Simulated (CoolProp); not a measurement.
Model: reference Helmholtz-energy equation of state, Span 1996, in CoolProp.

Task: For carbon dioxide, give the phase and the Joule-Thomson coefficient (K/MPa), viscosity (µPa s) at 310.9 K and 0.188 bar.

Result: 
- 310.9 K and 0.188 bar: gas; Joule-Thomson coefficient 9.83, viscosity 15.5

Viscosity comes from a separate model (Laesecke 2017).
